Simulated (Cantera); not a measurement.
What does this Cantera script print?

```python
import numpy as np
import cantera as ct

gas_names = """
    H HO2 H2 H2O H2O2 O OH O2 O3 Si SiH SiH2 SiH3 SiH4 SiO SiO2 Si2 Si3
""".split()
cond_names = """
    H2O(s) H2O(L) Si(cr) Si(L) SiO2(Lqz) SiO2(hqz) SiO2(L)
""".split()


# ... load() reads the species with a 1 bar reference pressure and builds the phases ...
atoms = {
    'SiO2': {'Si': 1, 'O': 2},
    'H2': {'H': 2},
    'H2O': {'H': 2, 'O': 1},
}
top_T = {}  # K; cautious upper limits of use, not melting points


# ... equilibrate(T, P, feed) seeds the gas with the atoms and calls Mixture.equilibrate('TP', solver="vcs", rtol=1e-11, max_steps=5000) ...
results = []
feed = {'SiO2': 1, 'H2': 130, 'H2O': 4.3}  # mol
P = 620  # Pa
for T in [600, 625, 650, 675, 700, 725, 750, 775, 800, 825, 850, 875]:
    mix = equilibrate(T, P, feed)
    results.append((T, P, feed, dict(zip(mix.species_names, mix.species_moles))))
    x = sorted(zip(gas.X, gas.species_names), reverse=True)
    print(f"T = {T:g} K  P = {P:g} Pa  gas = {mix.phase_moles(0):.4g} mol")
    print("   x: " + "  ".join(f"{s} {v:.3e}" for v, s in x if v > 1e-05))
    print("   condensed (mol): " + ("  ".join(f"{mix.phase(i).name} {mix.phase_moles(i):.4g}"
          for i in range(1, mix.n_phases) if mix.phase_moles(i) > 1e-12) or "none"))
```

Output:

```
T = 600 K  P = 620 Pa  gas = 134.3 mol
   x: H2 9.680e-01  H2O 3.202e-02
   condensed (mol): SiO2(Lqz) 1
T = 625 K  P = 620 Pa  gas = 134.3 mol
   x: H2 9.680e-01  H2O 3.202e-02
   condensed (mol): SiO2(Lqz) 1
T = 650 K  P = 620 Pa  gas = 134.3 mol
   x: H2 9.680e-01  H2O 3.202e-02
   condensed (mol): SiO2(Lqz) 1
T = 675 K  P = 620 Pa  gas = 134.3 mol
   x: H2 9.680e-01  H2O 3.202e-02
   condensed (mol): SiO2(Lqz) 1
T = 700 K  P = 620 Pa  gas = 134.3 mol
   x: H2 9.680e-01  H2O 3.202e-02
   condensed (mol): SiO2(Lqz) 1
T = 725 K  P = 620 Pa  gas = 134.3 mol
   x: H2 9.680e-01  H2O 3.202e-02
   condensed (mol): SiO2(Lqz) 1
T = 750 K  P = 620 Pa  gas = 134.3 mol
   x: H2 9.680e-01  H2O 3.202e-02
   condensed (mol): SiO2(Lqz) 1
T = 775 K  P = 620 Pa  gas = 134.3 mol
   x: H2 9.680e-01  H2O 3.202e-02
   condensed (mol): SiO2(Lqz) 1
T = 800 K  P = 620 Pa  gas = 134.3 mol
   x: H2 9.680e-01  H2O 3.202e-02
   condensed (mol): SiO2(Lqz) 1
T = 825 K  P = 620 Pa  gas = 134.3 mol
   x: H2 9.680e-01  H2O 3.202e-02
   condensed (mol): SiO2(Lqz) 1
T = 850 K  P = 620 Pa  gas = 134.3 mol
   x: H2 9.680e-01  H2O 3.202e-02
   condensed (mol): SiO2(hqz) 1
T = 875 K  P = 620 Pa  gas = 134.3 mol
   x: H2 9.680e-01  H2O 3.202e-02
   condensed (mol): SiO2(hqz) 1
```

Method: chemical equilibrium by Gibbs-energy minimisation in Cantera with the NASA 1993 tables (ideal gas, pure condensed phases).
